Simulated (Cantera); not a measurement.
What does this Cantera script print?

```python
import numpy as np
import cantera as ct

gas = ct.Solution("h2o2.yaml")
gas.TPX = 1300, 2666, {'H2': 0.054, 'O2': 1}
inlet = ct.Reservoir(gas, clone=True)

reactor = ct.IdealGasConstPressureReactor(gas, energy="off", clone=False)
exhaust = ct.Reservoir(gas, clone=True)
tau = [0.74, 0.22, 0.067, 0.02, 0.006, 0.0018, 0.00054, 0.00016][0]
for a, b in ((inlet, reactor), (reactor, exhaust)):
    ct.MassFlowController(a, b, mdot=lambda t: reactor.mass / tau)
net = ct.ReactorNet([reactor])
show = ['H2', 'O2', 'H2O', 'O', 'H']

rows = []
print(f"{'tau/s':>10s}{'T/K':>9s}" + "".join(f"{s:>11s}" for s in show))
for tau in [0.74, 0.22, 0.067, 0.02, 0.006, 0.0018, 0.00054, 0.00016]:
    net.initial_time = 0.0
    net.advance(30 * tau)
    before = gas.X
    net.advance(40 * tau)
    drift = np.max(np.abs(gas.X - before) / (gas.X + 1e-9))
    rows.append([gas.T, *gas[show].X, drift])
    print(f"{tau:10.3e}{gas.T:9.1f}" + "".join(f"{x:11.3e}" for x in gas[show].X))
```

Result:

```
     tau/s      T/K         H2         O2        H2O          O          H
 7.400e-01   1300.0  1.122e-04  9.446e-01  5.171e-02  2.181e-03  1.085e-04
 2.200e-01   1300.0  2.321e-04  9.418e-01  5.109e-02  4.675e-03  3.434e-04
 6.700e-02   1300.0  4.614e-04  9.366e-01  4.999e-02  9.320e-03  9.822e-04
 2.000e-02   1300.0  8.989e-04  9.283e-01  4.807e-02  1.671e-02  2.439e-03
 6.000e-03   1300.0  1.746e-03  9.193e-01  4.527e-02  2.439e-02  4.668e-03
 1.800e-03   1300.0  3.727e-03  9.146e-01  4.141e-02  2.770e-02  6.820e-03
 5.400e-04   1300.0  9.018e-03  9.167e-01  3.481e-02  2.459e-02  7.943e-03
 1.600e-04   1300.0  2.300e-02  9.272e-01  2.173e-02  1.508e-02  6.189e-03
```

Computed with Cantera and the H2/O2 subset of GRI-Mech 3.0, which has no nitrogen chemistry. Radical loss at walls, strong at low pressure, is not modelled. The temperature is held fixed by assumption; the heat of reaction is taken as removed at once.
